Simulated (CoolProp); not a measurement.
Properties of fluorine along the isotherm 300 K.

Model: reference Helmholtz-energy equation of state, de Reuck 1990, in CoolProp.

```csv
p (MPa),phase,density (kg/m³),isothermal compressibility (1/MPa)
0.0632,gas,0.9630,15.83
0.0985,gas,1.501,10.16
0.153,gas,2.332,6.540
0.239,gas,3.644,4.188
0.372,gas,5.675,2.692
0.579,gas,8.840,1.731
0.901,gas,13.77,1.114
1.4,gas,21.45,0.7183
2.19,gas,33.66,0.4606
3.4,gas,52.49,0.2978
5.3,supercritical,82.35,0.1916
8.25,supercritical,129.0,0.1227
12.8,supercritical,200.7,0.07776
20,supercritical,310.2,0.04740
```
